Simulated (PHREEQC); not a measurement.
A made-up water analysis in mg/kgw, 20 °C, pH 6.81, pe 0.4: Na 1940; K 483; Ca 854; Mg 27.2; Cl 4500; S(6) as SO4 653; Alkalinity as HCO3 67.6; B 0.427; Li 1.46; N(-3) as NH4 18.1; Si as SiO2 53; Fe(2) 9.45; F 5.7.

Valence states are taken as typed.

Computed with PHREEQC (ion-association model, wateq4f.dat).

| quantity | before | after |
|---|---|---|
| Ca+2 (mol/kgw) | 0.0195 | 0.0195 |
| SO4-2 (mol/kgw) | 0.00432 | 0.00432 |
| CaSO4 (mol/kgw) | 0.00169 | 0.00169 |
| Mg+2 (mol/kgw) | 0.00101 | 0.00101 |
| HCO3- (mol/kgw) | 0.000987 | 0.000914 |
| NaSO4- (mol/kgw) | 0.000556 | 0.000556 |
| SI of Siderite (FeCO3) | -0.13 | +0.83 |
| SI of SiO2(a) (SiO2) | -0.28 | -0.29 |

**Question.** Name the change that produced these shifts.
A) Fe(2) from 9.45 to 4.72 mg/kgw
B) pH from 6.81 to 7.81 at the same alkalinity
C) pH from 6.81 to 7.31 at the same alkalinity
D) all concentrations times 2 at the same typed pH

**Answer.** B, pH from 6.81 to 7.81 at the same alkalinity

This is a speciation only: nothing precipitates in the calculation. Some of these states are supersaturated (in Fluorite, Quartz (slow to form), Siderite, for instance). SiF6-2 is the database's only silicon fluoride. Real BF4- forms and hydrolyses slowly; the run takes it at equilibrium. Fluoro complexes past AlF4- and FeF3 are missing from the database.
